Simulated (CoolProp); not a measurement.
Aqueous ammonia as a coolant, 14 % by mass, freezing at -21.1 °C, 1 atm.

Values from CoolProp's Melinder's fits for secondary coolants.

```tsv
T (°C)	viscosity (mPa s)	cp (kJ/(kg K))	density (kg/m³)	conductivity (W/(m K))
-12.8	3.35	4.245	952.3	0.452
-7.1	2.68	4.235	951.2	0.462
-1.4	2.20	4.225	949.9	0.472
4.3	1.84	4.217	948.4	0.481
9.9	1.57	4.210	946.7	0.490
15.6	1.34	4.204	944.7	0.500
21.3	1.15	4.199	942.6	0.510
27	0.989	4.196	940.2	0.521
```
